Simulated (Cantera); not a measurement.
Gas-phase reforming

An isothermal, constant-pressure homogeneous reactor starts with CH4 : H2O = 1 : 2.7 (molar parts), at 1575 K and 2.00 bar.

Detailed kinetics in Cantera: GRI-Mech 3.0 (53 species, 325 reactions).

```tsv
t (s)	x CH4	x H2O	x CH3	x O2	x CH2CO	x O
1.00e-6	0.270	0.730	3.74e-6	<1e-12	<1e-12	<1e-12
5.76e-6	0.270	0.730	2.21e-5	<1e-12	<1e-12	<1e-12
3.31e-5	0.270	0.730	0.000110	<1e-12	<1e-12	9.23e-12
0.000191	0.269	0.730	0.000219	<1e-12	4.21e-11	3.57e-11
0.00110	0.264	0.728	0.000355	1.97e-11	5.74e-8	9.25e-11
0.00632	0.233	0.712	0.000318	1.42e-10	1.08e-5	7.53e-11
0.0364	0.149	0.656	0.000172	5.48e-11	4.28e-5	2.96e-11
0.210	0.0628	0.563	6.88e-5	1.64e-11	4.48e-5	1.79e-11
1.21	0.0429	0.428	4.07e-5	7.88e-12	1.43e-5	1.63e-11
6.95	0.0198	0.314	1.66e-5	4.24e-12	1.33e-6	1.50e-11
40.0	0.00211	0.276	1.71e-6	3.09e-12	2.78e-8	1.33e-11
```
x: mole fraction; the columns are a selection and need not sum to one.

Equilibrium at this temperature and pressure: CH4 6.75e-7, H2O 0.273, CH3 5.45e-10, O2 2.99e-12, CH2CO 6.10e-12, O 1.32e-11 (gas phase only).
